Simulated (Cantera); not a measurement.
A perfectly stirred reactor is fed with NH3 : N2 = 1 : 0.26 (molar parts), at 1.10 bar; it is held at 1625 K, and followed from long to short residence time.

Computed with Cantera and the gas-phase N/H chemistry of the illustrative SiF4/NH3 mechanism in the Surface Chemkin manual (1991). Walls and surfaces, which speed up NH3 decomposition in real reactors, are not modelled.

x: mole fraction; the columns are a selection and need not sum to one.

```json
[
 {"τ (s)": "4.1", "x NH3": "0.414", "x N2": "0.268", "x H": "2.05e-5", "x H2": "0.318", "x N2H2": "1.94e-7"},
 {"τ (s)": "1.9", "x NH3": "(withheld)", "x N2": "0.249", "x H": "(withheld)", "x H2": "(withheld)", "x N2H2": "(withheld)"},
 {"τ (s)": "0.83", "x NH3": "0.642", "x N2": "0.231", "x H": "7.57e-6", "x H2": "0.127", "x N2H2": "4.50e-7"},
 {"τ (s)": "0.37", "x NH3": "0.714", "x N2": "0.219", "x H": "(withheld)", "x H2": "(withheld)", "x N2H2": "(withheld)"},
 {"τ (s)": "0.17", "x NH3": "0.754", "x N2": "0.213", "x H": "1.94e-6", "x H2": "0.0329", "x N2H2": "6.24e-7"},
 {"τ (s)": "0.074", "x NH3": "0.776", "x N2": "0.209", "x H": "8.89e-7", "x H2": "0.0148", "x N2H2": "6.59e-7"},
 {"τ (s)": "0.033", "x NH3": "0.786", "x N2": "0.208", "x H": "4.09e-7", "x H2": "0.00667", "x N2H2": "6.67e-7"},
 {"τ (s)": "0.015", "x NH3": "0.790", "x N2": "0.207", "x H": "1.91e-7", "x H2": "0.00299", "x N2H2": "6.54e-7"},
 {"τ (s)": "0.0066", "x NH3": "0.792", "x N2": "0.207", "x H": "8.76e-8", "x H2": "0.00126", "x N2H2": "6.11e-7"},
 {"τ (s)": "0.0029", "x NH3": "0.793", "x N2": "0.206", "x H": "4.12e-8", "x H2": "0.000494", "x N2H2": "5.17e-7"}
]
```

**Question.** Some entries are withheld; supply them.

**Answer.** 
- 1.9, x NH3: 0.533
- 1.9, x H: 1.35e-5
- 1.9, x H2: 0.218
- 1.9, x N2H2: 3.12e-7
- 0.37, x H: 3.90e-6
- 0.37, x H2: 0.0662
- 0.37, x N2H2: 5.59e-7
